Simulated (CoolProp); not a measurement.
Model: reference Helmholtz-energy equation of state, Thol 2017, in CoolProp.

**Question.** For decamethyltetrasiloxane (MD2M), give the phase and the Z, cp (kJ/(kg K)), cv (kJ/(kg K)), speed of sound (m/s) at 326.85 °C and 0.102 MPa.

**Answer.** 
- 326.85 °C and 0.102 MPa: gas; Z 0.971, cp 2.04, cv 2.01, speed of sound 124
